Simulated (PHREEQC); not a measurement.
A PHREEQC input (ion-association model, phreeqc.dat):

```
SOLUTION 1
  temp 25
  units mol/kgw
  pH 6.96
  pe 11.3
  Na 66.1
  K 183
  Ca 120
  Mg 35.7
  Cl 325
  S(6) 174 as SO4
  Alkalinity 259 as HCO3
  Cd 12.9
END
USE solution 1
EQUILIBRIUM_PHASES 1
  CO2(g) -3.4 10
END
```

It stops with these messages:

```
WARNING: Maximum iterations exceeded, 100
WARNING: Maximum iterations exceeded, 100
WARNING: The program has failed to converge to a numerical solution.
ERROR:           Alkalinity has not converged. Total: 2.590000e+02	Calculated: -1.382731e-07	Residual: 2.590000e+02
ERROR: Is non-carbonate alkalinity greater than total alkalinity?
ERROR:                   Cl has not converged. Total: 3.250000e+02	Calculated: 7.562520e-04	Residual: 3.249992e+02
ERROR:                   Mg has not converged. Total: 3.570000e+01	Calculated: 3.570000e+01	Residual: -2.422163e-06
ERROR:                   Na has not converged. Total: 6.610000e+01	Calculated: 6.724187e+01	Residual: -1.141873e+00
ERROR:                 S(6) has not converged. Total: 1.740000e+02	Calculated: 1.058095e-05	Residual: 1.740000e+02
ERROR:               A(H2O) Activity of water has not converged. 	Residual: 6.680161e+00
ERROR: Model failed to converge for initial solution  1.
```

Question: What went wrong, and how is it mended?

Answer: The fault: the units line changed with the numbers kept. The line should read `units mg/kgw` where the input has `units mol/kgw`. With the mend the run ends at pH 8.70 and ionic strength 0.0209 mol/kgw.
